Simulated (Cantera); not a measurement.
Equilibrium for chemical vapour transport: AlN + HI + H2

Feed: 1 mol AlN, a varied amount of HI, 4.2 mol H2, held at 1623 K and 0.360 bar.

Method: chemical equilibrium by Gibbs-energy minimisation in Cantera with the NASA 1993 tables (ideal gas, pure condensed phases). Candidate condensed phases: Al, AlI3, AlN, I2; 19 gas species. Kinetics and transport are ignored.

```csv
n(HI) (mol),x H2,x HI,x I,x AlI,x N2,x AlI3,n AlN(s)
0.018,0.995,0.00172,0.00145,0.00109,0.000547,3.34e-7,0.995
0.031,0.992,0.00308,0.00260,0.00161,0.000808,1.59e-6,0.993
0.052,0.987,0.00532,0.00451,0.00233,0.00117,6.88e-6,0.990
0.089,0.978,0.00925,0.00788,0.00337,0.00170,3.04e-5,0.985
0.15,0.964,0.0156,0.0134,0.00476,0.00244,0.000124,0.978
0.26,0.940,0.0262,0.0227,0.00669,0.00360,0.000504,0.967
0.44,0.906,0.0414,0.0366,0.00886,0.00530,0.00173,0.949
0.75,0.857,0.0621,0.0564,0.0111,0.00810,0.00513,0.917
```
x: gas mole fraction; n: condensed amount in mol.

From 0.018 mol HI to 0.75 mol HI the condensed part is AlN(s). The main Al-bearing gas is AlI throughout. The share of Al in condensed phases is highest at 0.018 mol HI (99.5 %) and lowest at 0.75 mol HI (91.7 %).
